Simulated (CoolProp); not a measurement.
Vapour-liquid equilibrium of R125 (1) + dimethyl ether (2) at 261.4 K; x and y are mole fractions of (1).

Model: multi-fluid Helmholtz-energy mixture model, Lemmon 2005 and Wu 2011; pair parameters Bell 2016, in CoolProp.

```
x      bubble pressure (MPa)  y at the bubble point  dew pressure at overall composition x (MPa)  liquid density (mol/L)
-----  ---------------------  ---------------------  -------------------------------------------  ----------------------
0.05              (withheld)                  0.074                                       0.1761                   15.35
0.125                 0.1854                  0.184                                       0.1811                   15.04
0.2                   0.1947                  0.293                                       0.1867              (withheld)
0.275                 0.2060                  0.401                                       0.1931                   14.44
0.35                  0.2196                  0.505                                       0.2004                   14.14
0.425                 0.2360                  0.602                                       0.2089                   13.84
0.5                   0.2555                  0.691                                   (withheld)                   13.54
0.575                 0.2784                  0.770                                       0.2310                   13.24
0.65                  0.3046                  0.836                                   (withheld)                   12.94
0.725                 0.3340                  0.890                                       0.2645                   12.63
0.8                   0.3659                  0.933                                       0.2894              (withheld)
0.875                 0.3993                  0.965                                       0.3248                   12.00
0.95              (withheld)                  0.988                                   (withheld)              (withheld)
```

Fill in the missing entries.


- 0.05, bubble pressure (MPa): 0.1776
- 0.2, liquid density (mol/L): 14.74
- 0.5, dew pressure at overall composition x (MPa): 0.2189
- 0.65, dew pressure at overall composition x (MPa): 0.2458
- 0.8, liquid density (mol/L): 12.32
- 0.95, bubble pressure (MPa): 0.4327
- 0.95, dew pressure at overall composition x (MPa): 0.3823
- 0.95, liquid density (mol/L): 11.66

No azeotrope shows between x = 0.05 and 0.95.

Pair parameters are fitted to limited data, so mixtures are less certain than the pure fluids.
